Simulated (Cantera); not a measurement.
Cantera run, input and output.

```python
import numpy as np
import cantera as ct

gas = ct.Solution("gri30.yaml")
gas.TPX = 750, 1300000, {'CH4': 1, 'O2': 1.33, 'N2': 5.01}
inlet = ct.Reservoir(gas, clone=True)
gas.equilibrate("HP")  # start burning
reactor = ct.IdealGasConstPressureReactor(gas, energy="on", clone=False)
exhaust = ct.Reservoir(gas, clone=True)
tau = [0.13, 0.05, 0.019, 0.007, 0.0026, 0.00099, 0.00037, 0.00014, 5.2e-05, 2e-05][0]
for a, b in ((inlet, reactor), (reactor, exhaust)):
    ct.MassFlowController(a, b, mdot=lambda t: reactor.mass / tau)
net = ct.ReactorNet([reactor])
show = ['CH4', 'O2', 'NO2', 'H', 'CH3']

rows = []
print(f"{'tau/s':>10s}{'T/K':>9s}" + "".join(f"{s:>11s}" for s in show))
for tau in [0.13, 0.05, 0.019, 0.007, 0.0026, 0.00099, 0.00037, 0.00014, 5.2e-05, 2e-05]:
    net.initial_time = 0.0
    net.advance(30 * tau)
    before = gas.X
    net.advance(40 * tau)
    drift = np.max(np.abs(gas.X - before) / (gas.X + 1e-9))
    rows.append([gas.T, *gas[show].X, drift])
    print(f"{tau:10.3e}{gas.T:9.1f}" + "".join(f"{x:11.3e}" for x in gas[show].X))
```

Result:

```
     tau/s      T/K        CH4         O2        NO2          H        CH3
 1.300e-01   2233.8  5.794e-05  9.609e-06  3.809e-10  5.554e-04  7.576e-06
 5.000e-02   2233.9  1.395e-04  2.314e-05  5.523e-10  5.704e-04  1.868e-05
 1.900e-02   2234.2  3.289e-04  5.784e-05  8.196e-10  5.868e-04  4.534e-05
 7.000e-03   2235.2  7.462e-04  1.498e-04  1.213e-09  6.059e-04  1.071e-04
 2.600e-03   2236.6  1.499e-03  3.808e-04  1.735e-09  6.318e-04  2.290e-04
 9.900e-04   2236.5  2.602e-03  9.264e-04  2.395e-09  6.665e-04  4.341e-04
 3.700e-04   2229.2  4.144e-03  2.253e-03  3.274e-09  7.063e-04  7.631e-04
 1.400e-04   2202.3  6.439e-03  5.490e-03  4.290e-09  7.237e-04  1.253e-03
 5.200e-05   2095.3  1.269e-02  1.711e-02  4.294e-09  5.612e-04  1.969e-03
 2.000e-05    750.0  1.362e-01  1.812e-01 -3.894e-20  1.994e-21  3.085e-13
```

Computed with Cantera and GRI-Mech 3.0 (53 species, 325 reactions). The pressure lies above the range GRI-Mech 3.0 was tuned for (to about 10 atm).
